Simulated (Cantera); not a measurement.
Charge: 1 mol BF3, 1.2 mol NH3, 5.3 mol H2, at 0.580 bar.

Method: chemical equilibrium by Gibbs-energy minimisation in Cantera with the NASA 1993 tables (ideal gas, pure condensed phases). Candidate condensed phases: B, BN; 31 gas species. Rates play no part.

Over these rows the condensed part is BN(s). Partial pressures as log10 of bar:

| T (K) | 1000/T (1/K) | log p BF | log p H2 | log p BF3 | log p N2 | log p HF |
|---|---|---|---|---|---|---|
| 1650 | 0.6061 | -4.73 | -0.33 | -1.24 | -1.43 | -1.74 |
| 1700 | 0.5882 | -4.34 | -0.34 | -1.24 | -1.42 | -1.72 |
| 1750 | 0.5714 | -3.98 | -0.34 | -1.25 | -1.42 | -1.71 |
| 1800 | 0.5556 | -3.63 | -0.34 | -1.27 | -1.42 | -1.69 |
| 1850 | 0.5405 | -3.31 | -0.34 | -1.28 | -1.42 | -1.68 |
| 1900 | 0.5263 | ? | -0.34 | -1.31 | -1.41 | -1.67 |

### Question
Fit log p(BF) = a + b·(1000/T) to the five rows, give the apparent enthalpy, and predict the row at 1900 K.

### Answer
Means: 1000/T = 0.5724, log p = -3.998. Sxy = -0.058220, Sxx = 0.0026862, so b = -21.67 and a = -3.998 − (-21.67)×0.5724 = 8.41.
Apparent enthalpy: −19.145 × (-21.67) = 415 kJ/mol. With the condensed phases at unit activity, 2/3 BN(s) + 1/3 BF3(g) = BF(g) + 1/3 N2(g) links this pressure to the main gases: over the six rows their terms move log p by -0.03 in all, so the slope is close to that reaction's ΔH°. The five rows lie within 0.01 of the line.
Prediction at 1900 K: 8.41 + (-21.67)×0.5263 = -2.99. The computed value is -3.01, 0.02 from the line.
